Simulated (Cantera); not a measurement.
**Adiabatic ignition**

An adiabatic, constant-volume homogeneous reactor starts with 36.1 % CO, 7.94 % H2, 14.4 % O2, 41.5 % N2, at 1750 K and 5.00 bar.

Computed with Cantera and GRI-Mech 3.0 (53 species, 325 reactions). The hydrogen kinetics of GRI-Mech 3.0 are dated; newer H2 mechanisms differ, most at raised pressure. Above 3000 K some thermodynamic fits are extrapolated.

| t (s) | T (K) | P (bar) | x CO | x H2 | x O2 | x NO | x HO2 |
|---|---|---|---|---|---|---|---|
| 3.00e-6 | 2264 | 6.31 | 0.283 | 0.0124 | 0.0556 | 3.34e-5 | 3.94e-5 |
| 1.07e-5 | 3163 | 8.31 | 0.243 | 0.0116 | 0.0327 | 0.00171 | 1.76e-5 |
| 3.82e-5 | 3236 | 8.45 | 0.239 | 0.0114 | 0.0275 | 0.0102 | 1.79e-5 |
| 0.000136 | 3227 | 8.42 | 0.240 | 0.0116 | 0.0256 | 0.0161 | 1.67e-5 |
| 0.000486 | 3227 | 8.42 | 0.240 | 0.0116 | 0.0255 | 0.0162 | 1.67e-5 |
| 0.00173 | 3227 | 8.42 | 0.240 | 0.0116 | 0.0255 | 0.0162 | 1.67e-5 |
| 0.00618 | 3227 | 8.42 | 0.240 | 0.0116 | 0.0255 | 0.0162 | 1.67e-5 |
| 0.0220 | 3227 | 8.42 | 0.240 | 0.0116 | 0.0255 | 0.0162 | 1.67e-5 |
| 0.0786 | 3227 | 8.42 | 0.240 | 0.0116 | 0.0255 | 0.0162 | 1.67e-5 |
| 0.280 | 3227 | 8.42 | 0.240 | 0.0116 | 0.0255 | 0.0162 | 1.67e-5 |
| 1.00 | 3227 | 8.42 | 0.240 | 0.0116 | 0.0255 | 0.0162 | 1.67e-5 |
x: mole fraction; the columns are a selection and need not sum to one.

```yaml
time_of_steepest_temperature_rise: 2.15 µs
temperature at 1.00 s: 3227 K
equilibrium_temperature: 3227 K
x(CO) at 1.00 s: 0.240 (gas-phase equilibrium 0.240)
x(H2) at 1.00 s: 0.0116 (gas-phase equilibrium 0.0116)
x(O2) at 1.00 s: 0.0255 (gas-phase equilibrium 0.0255)
```
